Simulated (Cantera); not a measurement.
**Thermodynamics of sublimation and decomposition of ceramics, feed AlN + N₂**

A closed system holds: 1 mol AlN, 0.37 mol N₂, held at 1 atm.

These are equilibrium values from Cantera (NASA tables, ideal gas, pure condensed phases), not measurements of a reactor. Candidate condensed phases: Al, AlN; 5 gas species. Equilibrium is a limit: real reactors are often held back by kinetics, nucleation or transport.

```csv
T (°C),log p N₂,log p Al,log p Al₂,log p AlN,log p N,n AlN(s)
2152,0.00,-1.81,-4.93,-7.69,-6.85,0.994
2177,0.00,-1.67,-4.69,-7.51,-6.74,0.992
2202,-0.01,-1.54,-4.46,-7.33,-6.64,0.989
2227,-0.01,-1.40,-4.23,-7.16,-6.54,0.985
2252,-0.02,-1.27,-4.00,-6.99,-6.44,0.979
2277,-0.03,-1.14,-3.77,-6.83,-6.35,0.970
2302,-0.04,-1.01,-3.55,-6.67,-6.26,0.958
2327,-0.06,-0.88,-3.32,-6.51,-6.17,0.940
2352,-0.08,-0.75,-3.09,-6.35,-6.09,0.910
2377,-0.11,-0.61,-2.85,-6.20,-6.02,0.859
2402,-0.17,-0.47,-2.60,-6.05,-5.96,0.745
2427,-0.30,-0.29,-2.27,-5.90,-5.94,0.185
2452,-0.32,-0.27,-2.27,-5.86,-5.87,0
```
log p: log10 of the partial pressure in bar; n: condensed amount in mol.

From 2152 °C to 2427 °C the condensed part is AlN(s). At 2452 °C nothing is condensed. The main Al-bearing gas is Al throughout. The share of Al in condensed phases is highest at 2152 °C (99.4 %) and lowest at 2452 °C (0.0 %).
